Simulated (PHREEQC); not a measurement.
PHREEQC input (ion-association model, phreeqc.dat):

```
SOLUTION 0
  temp 40
  units mmol/kgw
  pH 7 charge
  Cl 1.71
  K 1.7
  O(0) 1 O2(g) -0.68
SOLUTION 1-30
  temp 40
  units mmol/kgw
  pH 7 charge
  Br 5.6
  K 5.6
  Cl 0.01
  O(0) 1 O2(g) -0.68
END
EXCHANGE 1-30
  X 0.00079
  -equilibrate 1
END
SELECTED_OUTPUT 1
  -reset false
  -pH true
  -pe true
  -ionic_strength true
  -water true
  -step true
  -totals Br Cl K
  -molalities KX
  -saturation_indices Sylvite
PRINT
  -reset false
TRANSPORT
  -cells 30
  -shifts 90
  -lengths 0.0166667
  -time_step 300
  -dispersivities 0.025
  -boundary_conditions flux flux
  -correct_disp true
  -punch_cells 30
  -punch_frequency 3
END
```

Selected output (columns that matter, 12 of 31 rows; pore volumes added in front):

```
pore volumes	pH	mu	Br	Cl	K	si_Sylvite
0	5.032	0.00561	0.0056	1e-05	0.0056	-8.2951
0.3167	5.032	0.0056098	0.0055997	1.0105e-05	0.0055998	-8.2906
0.5167	5.0317	0.0055231	0.0054753	4.7863e-05	0.0055131	-7.6214
0.8167	5.0289	0.0043974	0.0038589	0.00053855	0.0043874	-6.6622
1.1167	5.0242	0.0029007	0.0017097	0.001191	0.0028907	-6.4874
1.4167	5.021	0.002105	0.0005672	0.0015378	0.002095	-6.5088
1.6167	5.02	0.0018822	0.0002473	0.0016349	0.0018722	-6.5287
1.9167	5.0194	0.0017555	6.5308e-05	0.0016902	0.0017455	-6.5433
2.2167	5.0192	0.0017212	1.6144e-05	0.0017051	0.0017112	-6.5477
2.5167	5.0192	0.0017127	3.8296e-06	0.0017088	0.0017027	-6.5488
2.7167	5.0192	0.001711	1.4451e-06	0.0017096	0.001701	-6.549
3.0167	5.0192	0.0017102	3.2968e-07	0.0017099	0.0017002	-6.5491
```

Species that the database lacks are ignored. Constants without temperature data keep their 25 °C values here.
